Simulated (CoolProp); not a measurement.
A Linde-Hampson liquefier for methane: isothermal reversible compression at 280 K from 1 atm to 30 MPa, throttling to 1 atm, return gas leaving the recuperator 10 K below the feed. Each further row changes one setting.

Values from CoolProp's reference Helmholtz-energy equation of state, Setzmann 1991.

| case | liquid yield per pass | compression work (kJ/kg of gas) |
|---|---|---|
| as stated | 0.259 | 763 |
| high pressure 60 MPa | 0.260 | 872 |
| warm-end temperature 310 K | 0.197 | 868 |
| warm-end gap 15 K | 0.249 | 763 |
